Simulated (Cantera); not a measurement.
Charge: 1 mol Cu₂O, 11 mol CO, 0.68 mol N₂, equilibrated at 1248 K and 3.70 bar.

Equilibrium computed with Cantera from the NASA thermochemical tables; the gas is ideal and each condensed phase is pure. Candidate condensed phases: C, Cu, CuO, Cu₂O; 27 gas species. Equilibrium is a limit: real reactors are often held back by kinetics, nucleation or transport.

**Question.** What is the equilibrium state?

**Answer.** 
* **x(CO)**: 0.856
* **x(CO₂)**: 0.0856
* **x(N₂)**: 0.0582
* **n(Cu(s))**: 2.00 mol
* **gas amount**: 11.68 mol
* **log10 activity of C(graphite) (absent)**: -0.50
